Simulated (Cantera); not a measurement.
Feed: 1 mol HBr, 0.025 mol O2, a varied amount of N2, held at 1025 °C and 133 Pa.

Method: chemical equilibrium by Gibbs-energy minimisation in Cantera with the NASA 1993 tables (ideal gas, pure condensed phases). Candidate condensed phases: Br2, H2O; 27 gas species. Equilibrium is a limit: real reactors are often held back by kinetics, nucleation or transport.

Q: At 31 mol N2, list the 5 most abundant gas species with their mole fractions, and the condensed phases.

A: N2 0.966, HBr 0.0257, Br 0.00541, H2O 0.00156, H2 0.00115. Condensed: gas only.
